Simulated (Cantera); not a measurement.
## Ignition delay

Mixture: 5.19 % CH4, 17.9 % O2, 66.5 % N2, 10.4 % H2O, at 1.00 bar, adiabatic and at constant pressure. Ignition delay is the time to a rise of 400 K.

Computed with Cantera and GRI-Mech 3.0 (53 species, 325 reactions).

```csv
T0 (K),delay (ms)
1025,584
1100,178
1175,59.5
1250,21.4
1325,8.22
1400,3.37
1475,1.48
1550,0.709
1625,0.368
1700,0.207
```

The apparent activation energy between 1550 and 1700 K is 180 kJ/mol.
